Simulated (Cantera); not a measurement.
An isothermal, constant-pressure homogeneous reactor starts with 12.5 % CH4, 87.5 % N2, at 1775 K and 0.0240 bar.

Cantera simulation using GRI-Mech 3.0 (53 species, 325 reactions); the numbers are that mechanism's predictions, not measurements. GRI-Mech 3.0 stops at C3 and has no aromatics, soot or wall deposition, so with more carbon than oxygen in the feed, carbon stays in small species such as C2H2 where larger ones or solid carbon would form. Radical loss at walls, strong at low pressure, is not modelled.

One state of this run: x CH4 = 0.00541; x H2 = 0.159; x H = 0.000474; x C2H6 = 5.14e-7; x HCN = 7.14e-6. x: mole fraction; the columns are a selection and need not sum to one.

Question: Which value of t (s) does it belong to?
A) 9.48
B) 50.0
C) 0.341
D) 8.35e-5

Answer: C, 0.341
